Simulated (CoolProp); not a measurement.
Computed with CoolProp (reference Helmholtz-energy equation of state, Zhou 2012).

For o-xylene, give the phase and the cp (kJ/(kg K)), cv (kJ/(kg K)), conductivity (mW/(m K)) at 328.85 °C and 8.2 bar; 160.25 °C and 13.1 bar; 264.65 °C and 0.937 bar.


- 328.85 °C and 8.2 bar: gas; cp 2.32, cv 2.20, conductivity 42.5
- 160.25 °C and 13.1 bar: liquid; cp 2.23, cv 1.80, conductivity 97.7
- 264.65 °C and 0.937 bar: gas; cp 2.08, cv 2.00, conductivity 35.7

Thermal conductivity comes from a separate model (Mylona 2014).
